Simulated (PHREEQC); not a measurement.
Model water analysis in mg/kgw, 55 °C, pH 2.04, pe 9.1: Na 133; K 97.1; Ca 242; Mg 88.9; Cl 338; S(6) as SO4 1710; Cd 85.2; Li 0.0598.

Na is adjusted to close the charge balance.
Valence states are taken as typed.

Model: ion-association model, wateq4f.dat, run in PHREEQC.

### Question
The ionic strength comes out as 0.0444 mol/kgw. What activity coefficients do Cl-, SO4-2, KSO4-, Mg+2, Na+ get?

### Answer
Cl- 0.81, SO4-2 0.46, KSO4- 0.83, Mg+2 0.48, Na+ 0.82.

No solid was allowed to form. Complexes and solids missing from the database can't appear. Away from 25 °C the constants follow the database's enthalpies or fits; those with neither stay at their 25 °C values.
